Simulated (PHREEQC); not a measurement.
## Acid mine or pickling water: speciation

Synthetic water in mg/L, 65 °C, pH 3.19, pe 10:

```csv
constituent,mg/L
Na,77.6
K,0.299
Ca,102
Mg,5.83
Cl,92
S(6) as SO4,359
B,1.58
P as PO4,4.75
```

Valence states are taken as typed.

Computed with PHREEQC (ion-association model, phreeqc.dat).

This is a speciation only: nothing precipitates in the calculation.

Estimate the ionic strength, specific conductance.

ionic strength 0.0135 mol/kgw; specific conductance 2420 µS/cm.

In which forms is K present?

K+ 98 %, KSO4- 2.1 % of the K.

At this temperature some constants are extrapolated from 25 °C, and those without enthalpy data are left unchanged.
